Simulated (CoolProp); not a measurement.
Saturation properties of sulfur hexafluoride.

The numbers come from the reference Helmholtz-energy equation of state, Guder 2009 in CoolProp.

```csv
T (°C),p (MPa),liquid density (kg/m³),enthalpy of vaporisation (kJ/kg),liquid cp (kJ/(kg K)),liquid viscosity (µPa s),vapour viscosity (µPa s)
-41.95,0.3159,1807,107.3,0.8611,367,12.3
-36.85,0.3841,1780,105.0,0.8777,339,12.6
-31.75,0.4628,1753,102.6,0.8950,313,12.9
-26.65,0.5529,1725,100.0,0.9132,289,13.2
-21.55,0.6556,1696,97.36,0.9326,266,13.5
-16.45,0.7718,1666,94.51,0.9536,244,13.8
-11.45,0.8998,1635,91.56,0.9760,225,14.1
-6.35,1.046,1602,88.35,1.002,206,14.5
-1.25,1.209,1567,84.90,1.031,189,14.8
3.85,1.390,1530,81.20,1.065,173,15.2
8.95,1.590,1490,77.18,1.105,158,15.7
14.05,1.812,1448,72.77,1.156,144,16.2
19.05,2.050,1402,68.00,1.221,131,16.8
```

Viscosity comes from a separate model (Quiñones-Cisneros 2012).
